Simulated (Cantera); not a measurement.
A closed system holds: 1 mol TEOS, 0.25 mol H2O, 0.072 mol O2, at 68000 Pa.

Cantera equilibrium calculation (NASA polynomials, part measured and part estimated; ideal gas, pure solids and liquids). Candidate condensed phases: C, C6H6, C7H8, C8H18, H2O, Si, SiC, SiO2; 123 gas species. The feed counts by its element totals alone. The tables hold silica as quartz up to 1696 K and as liquid above; real silica turns to tridymite and cristobalite and melts near 1996 K. The numbers say what is thermodynamically allowed, not how fast it happens.

x: gas mole fraction; n: condensed amount in mol.

| T (°C) | x H2 | x CO | x CH4 | x H2O | n C(graphite) | n SiO2(β-quartz) |
|---|---|---|---|---|---|---|
| 727 | 0.767 | 0.154 | 0.0382 | 0.0318 | 5.64 | 1.00 |
| 777 | 0.783 | 0.173 | 0.0238 | 0.0167 | 5.57 | 1.00 |
| 827 | 0.792 | 0.182 | (withheld) | (withheld) | 5.55 | 1.00 |
| 877 | 0.798 | 0.186 | 0.0101 | 0.00473 | 5.55 | 1.00 |
| 927 | 0.802 | 0.188 | 0.00691 | 0.00266 | 5.56 | 1.00 |
| 977 | 0.805 | 0.189 | (withheld) | (withheld) | 5.57 | 1.00 |
| 1027 | 0.806 | 0.189 | 0.00348 | 0.000945 | 5.58 | 1.00 |
| 1077 | 0.808 | 0.189 | 0.00256 | 0.000595 | 5.58 | 1.00 |
| 1127 | 0.808 | 0.189 | 0.00192 | 0.000388 | 5.59 | 1.000 |
| 1177 | 0.809 | 0.189 | 0.00147 | 0.000260 | 5.59 | 1.000 |
| 1227 | 0.809 | 0.189 | 0.00114 | 0.000179 | 5.59 | 1.000 |
| 1277 | 0.809 | 0.189 | 0.000906 | 0.000126 | 5.60 | 0.999 |
| 1327 | 0.809 | 0.190 | 0.000727 | 9.12e-5 | 5.59 | 0.996 |

Q: Fill in the missing entries.

A: 
- 827, x CH4: 0.0153
- 827, x H2O: 0.00875
- 977, x CH4: 0.00484
- 977, x H2O: 0.00155
